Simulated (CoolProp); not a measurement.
The fluid at 351.89 K and 9.27 MPa flows at 0.18 m/s in a round tube of 12.7 mm bore and 1.5 µm roughness, fully developed (64/Re and Nu = 3.66 if laminar; Colebrook and Gnielinski if turbulent). The same conditions are run with several fluids, on thermodynamics alone (safety and materials aside).

The numbers come from the reference Helmholtz-energy equation of state of each fluid (R507A: Lemmon 2003; normal hydrogen: Leachman 2009; R410A: Lemmon 2003; carbon dioxide: Span 1996; oxygen: Schmidt 1985) in CoolProp. Blends and air are pseudo-pure fits.

Task: Rank R507A, normal hydrogen, R410A, carbon dioxide, oxygen by Reynolds number, highest first.

Result: R410A (26200), R507A (23100), carbon dioxide (21600), oxygen (9240), normal hydrogen (1380)

```csv
fluid,Darcy friction factor,pressure drop (Pa/m),heat-transfer coefficient (W/(m² K)),mass flow (kg/h)
R507A,0.0253,28.4,490,72.2
normal hydrogen,0.0462,0.359,62.9,0.500
R410A,0.0246,26.0,600,68.2
carbon dioxide,0.0257,6.55,178,16.4
oxygen,0.0317,4.15,77.2,8.42
```

Above 300 K oxygen's equation is extrapolated.

Transport values come from each fluid's own correlations.
